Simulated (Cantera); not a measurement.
Feed: 1 mol Ca(OH)2, 0.78 mol H2O, 0.016 mol CO2, at 23.0 mbar.

Equilibrium computed with Cantera from the NASA thermochemical tables; the gas is ideal and each condensed phase is pure. Candidate condensed phases: C, C6H6, C7H8, C8H18, Ca, CaCO3, CaO, Ca(OH)2, H2O; 115 gas species. Equilibrium is a limit: real reactors are often held back by kinetics, nucleation or transport.

x: gas mole fraction; n: condensed amount in mol.

```json
[
 {"T (K)": "773", "x H2O": "0.995", "x CO2": "0.00544", "x H2": "2.59e-9", "x O2": "?", "n CaCO3(calcite)": "0.00626", "n CaO(s)": "0.994"},
 {"T (K)": "798", "x H2O": "0.991", "x CO2": "0.00891", "x H2": "5.76e-9", "x O2": "?", "n CaCO3(calcite)": "0", "n CaO(s)": "1.00"},
 {"T (K)": "823", "x H2O": "0.991", "x CO2": "0.00891", "x H2": "1.22e-8", "x O2": "?", "n CaCO3(calcite)": "0", "n CaO(s)": "1.00"},
 {"T (K)": "848", "x H2O": "0.991", "x CO2": "0.00891", "x H2": "2.48e-8", "x O2": "?", "n CaCO3(calcite)": "0", "n CaO(s)": "1.00"},
 {"T (K)": "873", "x H2O": "0.991", "x CO2": "0.00891", "x H2": "4.85e-8", "x O2": "?", "n CaCO3(calcite)": "0", "n CaO(s)": "1.00"},
 {"T (K)": "898", "x H2O": "0.991", "x CO2": "0.00891", "x H2": "9.13e-8", "x O2": "?", "n CaCO3(calcite)": "0", "n CaO(s)": "1.00"},
 {"T (K)": "923", "x H2O": "0.991", "x CO2": "0.00891", "x H2": "1.66e-7", "x O2": "?", "n CaCO3(calcite)": "0", "n CaO(s)": "1.00"},
 {"T (K)": "948", "x H2O": "0.991", "x CO2": "0.00891", "x H2": "2.93e-7", "x O2": "?", "n CaCO3(calcite)": "0", "n CaO(s)": "1.00"},
 {"T (K)": "973", "x H2O": "0.991", "x CO2": "0.00891", "x H2": "5.02e-7", "x O2": "?", "n CaCO3(calcite)": "0", "n CaO(s)": "1.00"},
 {"T (K)": "998", "x H2O": "0.991", "x CO2": "0.00891", "x H2": "8.37e-7", "x O2": "?", "n CaCO3(calcite)": "0", "n CaO(s)": "1.00"},
 {"T (K)": "1023", "x H2O": "0.991", "x CO2": "0.00891", "x H2": "1.36e-6", "x O2": "?", "n CaCO3(calcite)": "0", "n CaO(s)": "1.00"},
 {"T (K)": "1048", "x H2O": "0.991", "x CO2": "0.00891", "x H2": "2.17e-6", "x O2": "?", "n CaCO3(calcite)": "0", "n CaO(s)": "1.00"}
]
```

Q: Fill in the missing entries.

A: 
- 773, x O2: 1.29e-9
- 798, x O2: 2.87e-9
- 823, x O2: 6.08e-9
- 848, x O2: 1.24e-8
- 873, x O2: 2.41e-8
- 898, x O2: 4.53e-8
- 923, x O2: 8.22e-8
- 948, x O2: 1.45e-7
- 973, x O2: 2.48e-7
- 998, x O2: 4.13e-7
- 1023, x O2: 6.71e-7
- 1048, x O2: 1.07e-6
